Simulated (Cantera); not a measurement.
Feed: 1 mol FeS, 1.9 mol SO3, 3 mol CO2, held at 848 K and 10.0 Torr.

These are equilibrium values from Cantera (NASA tables, ideal gas, pure condensed phases), not measurements of a reactor. Candidate condensed phases: C, Fe, Fe(CO)5, FeO, FeS, FeSO4, FeS2, Fe2O3, Fe2(SO4)3, Fe3O4, S; 25 gas species. FeS: taken at fixed stoichiometry. Gases not in the tables: S3 to S7. Equilibrium is a limit: real reactors are often held back by kinetics, nucleation or transport.

Problem. What is the equilibrium state?

Solution. 
| Property | Result |
|---|---|
| x(CO2) | 0.547 |
| x(SO2) | 0.439 |
| x(S2) | 0.0130 |
| x(S2O) | 0.000551 |
| x(CO) | 0.000191 |
| x(COS) | 7.60e-5 |
| x(SO) | 3.16e-6 |
| n(FeS(s)) | 0.341 mol |
| n(Fe3O4(s)) | 0.220 mol |
| gas amount | 5.484 mol |
| log10 activity of S(l) (absent) | -1.75 |
| log10 activity of Fe(α) (absent) | -4.66 |
| log10 activity of FeSO4(s) (absent) | -5.22 |
